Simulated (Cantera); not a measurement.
# Silicon epitaxy and polysilicon growth: Si3H8 + Cl2 + H2

Feed: 1 mol Si3H8, 0.0043 mol Cl2, 3.7 mol H2, held at 1375 K and 4900 Pa.

Equilibrium computed with Cantera from the NASA thermochemical tables; the gas is ideal and each condensed phase is pure. Candidate condensed phases: Si; 19 gas species. The feed counts by its element totals alone. Kinetics and transport are ignored.

| Property | Value |
|---|---|
| x(H2) | 0.999 |
| x(HCl) | 0.00111 |
| x(H) | 1.55e-5 |
| x(SiCl2) | 3.55e-6 |
| n(Si(s)) | 3.00 mol |
| gas amount | 7.704 mol |
